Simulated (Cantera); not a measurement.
Charge: 1 mol FeCl₃, 16 mol H₂, equilibrated at 1250 °C and 22.0 Pa.

Equilibrium computed with Cantera from the NASA thermochemical tables; the gas is ideal and each condensed phase is pure. Candidate condensed phases: Fe, FeCl₂, FeCl₃; 11 gas species. Kinetics and transport are ignored.

Base state: H₂ 0.844, HCl 0.136, FeCl₂ 0.0172, H 0.00143, Fe 0.00111, Cl 0.000186 (mole fractions); condensed: Fe(γ).

**Question.** What changes in the equilibrium state with this change: temperature from 1250 °C to 1500 °C?

**Answer.** 
| species | before | after |
|---|---|---|
| H₂ | 0.844 | 0.791 |
| HCl | 0.136 | 0.136 |
| Fe | 0.00111 | 0.0420 |
| H | 0.00143 | 0.0171 |
| FeCl₂ | 0.0172 | 0.0122 |
| FeCl | 3.40e-6 | 5.98e-5 |
| Cl | 0.000186 | 0.00225 |
| Fe(γ), mol | 0.678 | 0 |

**Question.** What changes in the equilibrium state with this change: 1.4 mol HCl added?

**Answer.** 
| species | before | after |
|---|---|---|
| H₂ | 0.844 | 0.795 |
| HCl | 0.136 | 0.173 |
| FeCl₂ | 0.0172 | 0.0295 |
| Cl | 0.000186 | 0.000243 |
| H | 0.00143 | 0.00139 |
| Fe | 0.00111 | 0.00111 |
| Fe(γ), mol | 0.678 | 0.421 |

**Question.** What changes in the equilibrium state with this change: 0.18 mol O₂ added?

**Answer.** 
```
species       before     after
----------  --------  --------
H₂             0.844     0.823
HCl            0.136     0.136
H₂O                0    0.0205
FeCl₂         0.0172    0.0175
H            0.00143   0.00142
Cl          0.000186  0.000188
Fe(γ), mol     0.678     0.673
```
Further candidate phases: FeO, Fe(OH)₂, Fe(OH)₃, Fe₂O₃, Fe₃O₄, H₂O.
